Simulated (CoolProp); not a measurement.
Values from CoolProp's reference Helmholtz-energy equation of state, Lemmon 2006. It is a short technical equation, of lower accuracy than the large ones.

**Question.** For nitrous oxide, give the phase and the cp (kJ/(kg K)), cv (kJ/(kg K)) at -57.25 °C and 0.399 MPa; 140.15 °C and 0.516 MPa; 91.15 °C and 5.59 MPa.

**Answer.** 
- -57.25 °C and 0.399 MPa: gas; cp 0.915, cv 0.655
- 140.15 °C and 0.516 MPa: gas; cp 0.992, cv 0.794
- 91.15 °C and 5.59 MPa: gas; cp 1.23, cv 0.807
